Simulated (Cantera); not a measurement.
An isothermal plug-flow reactor at 775 K and 0.780 atm (inlet), inlet velocity 2.2 m/s, active area per volume 2500 1/m; feed 0.596 % H2, 5.24 % O2, 94.2 % N2, equivalence ratio 0.057.

Computed with Cantera and Deutschmann's 1995 Pt surface mechanism with GRI-Mech 3.0 gas chemistry. Catalytic surfaces can have several steady states; this one follows from the mechanism file's or the stated starting coverage. Mass transfer to the wall is taken as infinitely fast.

x: gas mole fraction; θ: surface coverage.

| z (m) | x H2 | x O2 | x H2O | θ free Pt | θ O* | θ OH* |
|---|---|---|---|---|---|---|
| 7.1e-05 | 0.00373 | 0.0514 | ___ | 0.141 | 0.857 | 0.00237 |
| 0.00012 | 0.00294 | 0.0510 | ___ | 0.115 | 0.883 | 0.00228 |
| 0.0002 | 0.00216 | 0.0506 | ___ | 0.0900 | 0.908 | 0.00215 |
| 0.00033 | 0.00146 | 0.0503 | ___ | 0.0699 | 0.928 | 0.00199 |
| 0.00055 | 0.000872 | 0.0500 | ___ | 0.0553 | 0.943 | 0.00184 |
| 0.00092 | 0.000430 | 0.0498 | 0.00555 | 0.0462 | 0.952 | 0.00173 |
| 0.0015 | 0.000164 | 0.0497 | 0.00581 | 0.0414 | 0.957 | 0.00166 |
| 0.0026 | 3.05e-5 | 0.0496 | 0.00595 | 0.0393 | 0.959 | 0.00163 |
| 0.0043 | 2.42e-6 | 0.0496 | 0.00597 | 0.0388 | 0.960 | 0.00162 |
| 0.0071 | 3.78e-8 | 0.0496 | 0.00598 | 0.0388 | 0.960 | 0.00162 |

Question: What belongs in the gaps?

Answer: 
- 7.1e-05, x H2O: 0.00223
- 0.00012, x H2O: 0.00302
- 0.0002, x H2O: 0.00381
- 0.00033, x H2O: 0.00451
- 0.00055, x H2O: 0.00510
